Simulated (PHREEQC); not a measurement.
1 kg of water holding 0.36 mol K2CO3, 0.19 mol KCl and 0.24 mol KHCO3 is evaporated at 25 °C; the solids stay in contact with the brine. CO2 is held at log p = -3.4 (atm). Solids allowed: Kalicinite, Sylvite. Others were left out.

The series has 25 steps of water left (kg), from 1.001 to 0.002754.

All values are PHREEQC results (Pitzer model, pitzer.dat), not measurements.

### Question
Which solids form, in which order, and at which step of the series does each first stand?

### Answer
Sylvite from water left = 0.1168 kg (pH 10.86); Kalicinite from water left = 0.09579 kg (pH 10.95).

Species that the database lacks are ignored.
